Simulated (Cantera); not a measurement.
Input: 1 mol C₂H₄, 0.011 mol O₂, held at 32.0 bar.

Method: chemical equilibrium by Gibbs-energy minimisation in Cantera with the NASA 1993 tables (ideal gas, pure condensed phases). Candidate condensed phases: C, C₆H₆, C₇H₈, C₈H₁₈, H₂O; 110 gas species. The ideal-gas law is rough above about 30 bar. Rates play no part.

### Question
At 550 K, list the 5 most abundant gas species with their mole fractions, and the condensed phases.

### Answer
CH₄ 0.970, H₂O 0.0216, H₂ 0.00846, CO₂ 4.96e-5, C₂H₆ 1.86e-5. Condensed: C(graphite).
